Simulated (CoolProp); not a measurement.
Vapour-liquid equilibrium of CHF3 (R23) (1) + R227EA (2) at 0.185 MPa; x and y are mole fractions of (1).

Model: multi-fluid Helmholtz-energy mixture model, Penoncello 2003 and Lemmon 2016; pair parameters Bell 2016, in CoolProp.

```json
[
 {"x": "0.05", "bubble temperature (°C)": "-13.5", "y at the bubble point": "0.395", "dew temperature at overall composition x (°C)": "-2.8", "liquid density (mol/L)": "9.257"},
 {"x": "0.15", "bubble temperature (°C)": "-32.2", "y at the bubble point": "0.763", "dew temperature at overall composition x (°C)": "-5.6", "liquid density (mol/L)": "10.18"},
 {"x": "0.25", "bubble temperature (°C)": "-44.2", "y at the bubble point": "0.887", "dew temperature at overall composition x (°C)": "-8.6", "liquid density (mol/L)": "11.04"},
 {"x": "0.35", "bubble temperature (°C)": "-51.9", "y at the bubble point": "0.937", "dew temperature at overall composition x (°C)": "-11.9", "liquid density (mol/L)": "11.91"},
 {"x": "0.45", "bubble temperature (°C)": "-57.1", "y at the bubble point": "0.960", "dew temperature at overall composition x (°C)": "-15.7", "liquid density (mol/L)": "12.81"},
 {"x": "0.55", "bubble temperature (°C)": "-60.8", "y at the bubble point": "0.973", "dew temperature at overall composition x (°C)": "-19.9", "liquid density (mol/L)": "13.79"},
 {"x": "0.65", "bubble temperature (°C)": "-63.6", "y at the bubble point": "0.981", "dew temperature at overall composition x (°C)": "-25.0", "liquid density (mol/L)": "14.87"},
 {"x": "0.75", "bubble temperature (°C)": "-65.9", "y at the bubble point": "0.988", "dew temperature at overall composition x (°C)": "-31.3", "liquid density (mol/L)": "16.08"},
 {"x": "0.85", "bubble temperature (°C)": "-67.9", "y at the bubble point": "0.993", "dew temperature at overall composition x (°C)": "-39.8", "liquid density (mol/L)": "17.48"},
 {"x": "0.95", "bubble temperature (°C)": "-69.9", "y at the bubble point": "0.998", "dew temperature at overall composition x (°C)": "-54.7", "liquid density (mol/L)": "19.11"}
]
```

No azeotrope shows between x = 0.05 and 0.95.

Pair parameters are fitted to limited data, so mixtures are less certain than the pure fluids. The gap from Raoult's law changes sign with composition, which may be real or a fault of the pair parameters; it wasn't checked against measurements.
